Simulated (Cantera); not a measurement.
# Premixed flame

A freely propagating, adiabatic, planar premixed flame of CO : H2 : CH4 : O2 : N2 = 1 : 0.18 : 0.49 : 1.71 : 6.42 (molar parts), unburnt at 525 K and 10.0 bar; multicomponent transport, grid criteria slope 0.08 and curve 0.16, no radiation.

Computed with Cantera and GRI-Mech 3.0 (53 species, 325 reactions). Burning velocities carry a grid error of a few per cent, more on coarse grids.

| z (mm) | T (K) | u (m/s) | x CO | x H2 | x CH4 | x HO2 | x NO2 | x NO |
|---|---|---|---|---|---|---|---|---|
| -0.166 | 525 | 0.608 | 0.102 | 0.0180 | 0.0500 | 5.89e-8 | <1e-8 | <1e-8 |
| -0.111 | 528 | 0.611 | 0.102 | 0.0173 | 0.0500 | 9.29e-7 | <1e-8 | <1e-8 |
| -0.0832 | 536 | 0.620 | 0.102 | 0.0165 | 0.0497 | 4.08e-6 | 2.52e-8 | <1e-8 |
| -0.0555 | 587 | 0.678 | 0.102 | 0.0148 | 0.0480 | 2.86e-5 | 1.88e-7 | 7.81e-8 |
| -0.0277 | 929 | 1.07 | 0.0981 | 0.0119 | 0.0357 | 0.000268 | 9.51e-7 | 1.57e-6 |
| -0.0139 | 1338 | 1.54 | 0.0926 | 0.0102 | 0.0200 | 0.000387 | 4.43e-7 | 5.44e-6 |
| 0 | 1772 | 2.03 | 0.0803 | 0.00787 | 0.00417 | 0.000203 | 7.05e-8 | 1.17e-5 |
| 0.0139 | 1998 | 2.26 | 0.0582 | 0.00514 | 0.000175 | 5.77e-5 | 5.11e-8 | 2.01e-5 |
| 0.0277 | 2111 | 2.36 | 0.0417 | 0.00421 | 3.82e-6 | 3.13e-5 | 6.25e-8 | 2.82e-5 |
| 0.0555 | 2231 | 2.47 | 0.0274 | 0.00342 | <1e-8 | 1.59e-5 | 8.09e-8 | 4.19e-5 |
| 0.111 | 2329 | 2.57 | 0.0178 | 0.00234 | <1e-8 | 7.86e-6 | 1.01e-7 | 6.33e-5 |
| 0.222 | 2388 | 2.62 | 0.0118 | 0.00155 | <1e-8 | 4.85e-6 | 1.13e-7 | 9.51e-5 |
| 0.444 | 2414 | 2.64 | 0.00899 | 0.00120 | <1e-8 | 3.95e-6 | 1.43e-7 | 0.000147 |
x: mole fraction of selected species; z is measured from the peak of heat release.

- laminar burning velocity: 60.8 cm/s
- thermal thickness: 0.0555 mm
- peak x(HO2): 0.000387
- grid points: 140
